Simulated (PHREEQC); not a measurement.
## Metal-bearing waste water (model solution)

A solution holds 0.004 mol/kgw CuSO4 and 0.00082 mol/kgw H2SO4, at 25 °C. Closed to the air; pH follows from the charge balance.

The numbers come from PHREEQC with the ion-association model, wateq4f.dat.

The pH is 2.92, the ionic strength is 0.0142 mol/kgw and the total alkalinity is -1.64 meq/kg.

| species | molality | activity | log γ |
|---|---|---|---|
| SO4-2 | 0.00362 | 0.00226 | -0.204 |
| Cu+2 | 0.00310 | 0.00197 | -0.197 |
| H+ | 0.00134 | 0.00121 | -0.045 |
| CuSO4 | 0.000904 | 0.000907 | 0.001 |
| HSO4- | 0.000299 | 0.000266 | -0.052 |
| CuOH+ | 1.84e-8 | 1.63e-8 | -0.053 |

No solid was allowed to form.
